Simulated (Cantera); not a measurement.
**Stirred combustor or abatement burner**

A perfectly stirred reactor is fed with 3.45 % C3H8, 20.3 % O2, 76.3 % N2, at 3750 Torr; it is adiabatic with a 775 K inlet, and is followed from long to short residence time, starting on the burning branch (τ in s: 0.092, 0.039, 0.016, 0.0068, 0.0029, 0.0012, 0.0005, 0.00021, 8.8e-05, 3.7e-05, 1.6e-05).

Model: GRI-Mech 3.0 (53 species, 325 reactions), integrated in Cantera. GRI-Mech 3.0 was tuned for natural gas; its chemistry of propane as a main component is partial and can be far from experiment.

```json
[
 {"τ (s)": "0.092", "T (K)": "2428", "x C3H8": "2.84e-8", "x O2": "0.0281", "x CH3": "9.87e-8", "x NO2": "4.91e-6", "x NO": "0.00625", "x N2O": "8.65e-7", "x CH2CO": "2.54e-8"},
 {"τ (s)": "0.039", "T (K)": "2429", "x C3H8": "6.63e-8", "x O2": "0.0285", "x CH3": "2.29e-7", "x NO2": "4.31e-6", "x NO": "0.00543", "x N2O": "8.83e-7", "x CH2CO": "5.97e-8"},
 {"τ (s)": "0.016", "T (K)": "2429", "x C3H8": "1.58e-7", "x O2": "0.0292", "x CH3": "5.38e-7", "x NO2": "3.37e-6", "x NO": "0.00417", "x N2O": "9.05e-7", "x CH2CO": "1.45e-7"},
 {"τ (s)": "0.0068", "T (K)": "2426", "x C3H8": "3.61e-7", "x O2": "0.0301", "x CH3": "1.20e-6", "x NO2": "2.36e-6", "x NO": "0.00283", "x N2O": "9.23e-7", "x CH2CO": "3.40e-7"},
 {"τ (s)": "0.0029", "T (K)": "2418", "x C3H8": "8.07e-7", "x O2": "0.0311", "x CH3": "2.55e-6", "x NO2": "1.51e-6", "x NO": "0.00173", "x N2O": "9.39e-7", "x CH2CO": "7.92e-7"},
 {"τ (s)": "0.0012", "T (K)": "2398", "x C3H8": "1.79e-6", "x O2": "0.0324", "x CH3": "5.28e-6", "x NO2": "9.18e-7", "x NO": "0.000983", "x N2O": "9.61e-7", "x CH2CO": "1.89e-6"},
 {"τ (s)": "0.00050", "T (K)": "2363", "x C3H8": "3.79e-6", "x O2": "0.0342", "x CH3": "1.03e-5", "x NO2": "5.42e-7", "x NO": "0.000551", "x N2O": "9.68e-7", "x CH2CO": "4.39e-6"},
 {"τ (s)": "0.00021", "T (K)": "2312", "x C3H8": "7.74e-6", "x O2": "0.0365", "x CH3": "1.99e-5", "x NO2": "3.05e-7", "x NO": "0.000307", "x N2O": "9.32e-7", "x CH2CO": "9.75e-6"},
 {"τ (s)": "8.8e-5", "T (K)": "2247", "x C3H8": "1.60e-5", "x O2": "0.0397", "x CH3": "3.95e-5", "x NO2": "1.66e-7", "x NO": "0.000170", "x N2O": "8.56e-7", "x CH2CO": "2.09e-5"},
 {"τ (s)": "3.7e-5", "T (K)": "2166", "x C3H8": "3.50e-5", "x O2": "0.0441", "x CH3": "8.33e-5", "x NO2": "9.06e-8", "x NO": "9.49e-5", "x N2O": "7.59e-7", "x CH2CO": "4.45e-5"},
 {"τ (s)": "1.6e-5", "T (K)": "2063", "x C3H8": "8.93e-5", "x O2": "0.0517", "x CH3": "0.000197", "x NO2": "4.78e-8", "x NO": "4.86e-5", "x N2O": "6.30e-7", "x CH2CO": "0.000106"}
]
```
x: mole fraction; the columns are a selection and need not sum to one.
